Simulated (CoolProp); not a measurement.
Values from CoolProp's reference Helmholtz-energy equation of state, Span 2000.

### Question
For nitrogen, give the phase and the viscosity (µPa s), Prandtl number, fugacity coefficient at 38.65 °C and 16.3 MPa.

### Answer
- 38.65 °C and 16.3 MPa: supercritical; viscosity 22.2, Prandtl number 0.782, fugacity coefficient 1.01

Viscosity comes from a separate model (Lemmon 2004). Thermal conductivity comes from a separate model (Lemmon 2004).
